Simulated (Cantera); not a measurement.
Cantera run:

```python
import numpy as np
import cantera as ct

gas_names = """
    N NO NO2 NO3 N2 N2O O O2 O3 Pb PbO Pb2
""".split()
cond_names = """
    Pb(cr) Pb(L) PbO(rd) PbO(yw) PbO(L) PbO2(s) Pb3O4(s)
""".split()


# ... load() reads the species with a 1 bar reference pressure and builds the phases ...
atoms = {
    'PbO': {'Pb': 1, 'O': 1},
    'O2': {'O': 2},
    'N2': {'N': 2},
}
top_T = {'Pb3O4(s)': 820}  # K; cautious upper limits of use, not melting points


# ... equilibrate(T, P, feed) seeds the gas with the atoms and calls Mixture.equilibrate('TP', solver="vcs", rtol=1e-11, max_steps=5000) ...
results = []
feed = {'PbO': 1, 'O2': 0.15, 'N2': 6.3}  # mol
T = 1425  # K
for P in [10, 68, 460, 3200, 22000, 150000, 1000000]:
    mix = equilibrate(T, P, feed)
    results.append((T, P, feed, dict(zip(mix.species_names, mix.species_moles))))

top = {s: max(r[3][s] / sum(r[3][g] for g in gas_names) for r in results) for s in gas_names}
cols = sorted((s for s in top if top[s] > 1e-05), key=lambda s: -top[s])[:6]
seen = [c for c in cond_names if any(r[3].get(c, 0) > 1e-12 for r in results)]
print("log10 of partial pressures in bar; condensed amounts in mol")
print(f"{'P/Pa':>10s}" + "".join(f"{s[:9]:>10s}" for s in cols + seen))
for T, P, feed, n in results:
    ng = sum(n[g] for g in gas_names)
    print(f"{P:10.4g}" + "".join(f"{np.log10(max(n[s] / ng * P / 1e5, 1e-99)):10.3f}" for s in cols)
          + "".join(f"{n.get(c, 0):10.4g}" for c in seen))
```

Result:

```
log10 of partial pressures in bar; condensed amounts in mol
      P/Pa        N2       PbO        Pb        O2        NO         O    PbO(L)
        10    -4.089    -5.238    -5.145    -5.260    -7.364    -8.488         0
        68    -3.251    -4.237    -4.505    -4.539    -6.584    -8.127         0
       460    -2.416    -3.308    -3.932    -3.826    -5.810    -7.771         0
      3200    -1.559    -2.493    -3.486    -3.088    -5.013    -7.402    0.1924
   2.2e+04    -0.675    -2.493    -3.883    -2.295    -4.174    -7.005    0.9003
   1.5e+05     0.165    -2.493    -4.300    -1.461    -3.337    -6.588    0.9859
     1e+06     0.990    -2.493    -4.712    -0.637    -2.513    -6.176    0.9979
```

Method: chemical equilibrium by Gibbs-energy minimisation in Cantera with the NASA 1993 tables (ideal gas, pure condensed phases). Gases not in the tables: (PbO)n polymers.
